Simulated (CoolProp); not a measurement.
Vapour-liquid equilibrium of ethanol (1) + n-nonane (2) at 99.75 °C; x and y are mole fractions of (1).

Computed with CoolProp (multi-fluid Helmholtz-energy mixture model, Schroeder 2014 and Lemmon 2006; pair parameters Bell 2016).

```json
[
 {"x": "0.05", "bubble pressure, mixture model (bar)": "0.7155", "bubble pressure, Raoult's law (bar)": "0.3094", "y, mixture model": "0.713", "y, Raoult's law": "0.359"},
 {"x": "0.2", "bubble pressure, mixture model (bar)": "1.568", "bubble pressure, Raoult's law (bar)": "0.6115", "y, mixture model": "0.877", "y, Raoult's law": "0.727"},
 {"x": "0.35", "bubble pressure, mixture model (bar)": "1.872", "bubble pressure, Raoult's law (bar)": "0.9135", "y, mixture model": "0.902", "y, Raoult's law": "0.852"},
 {"x": "0.5", "bubble pressure, mixture model (bar)": "1.963", "bubble pressure, Raoult's law (bar)": "1.216", "y, mixture model": "0.909", "y, Raoult's law": "0.914"},
 {"x": "0.65", "bubble pressure, mixture model (bar)": "2.005", "bubble pressure, Raoult's law (bar)": "1.518", "y, mixture model": "0.914", "y, Raoult's law": "0.952"},
 {"x": "0.8", "bubble pressure, mixture model (bar)": "2.074", "bubble pressure, Raoult's law (bar)": "1.820", "y, mixture model": "0.927", "y, Raoult's law": "0.977"},
 {"x": "0.95", "bubble pressure, mixture model (bar)": "2.185", "bubble pressure, Raoult's law (bar)": "2.122", "y, mixture model": "0.970", "y, Raoult's law": "0.995"}
]
```

The largest gap from Raoult's law is +156.4 % in bubble pressure, at x = 0.2. No azeotrope shows between x = 0.05 and 0.95.

Pair parameters are fitted to limited data, so mixtures are less certain than the pure fluids. With so large a gap from Raoult's law the liquid may split in two, which this calculation doesn't test in full.
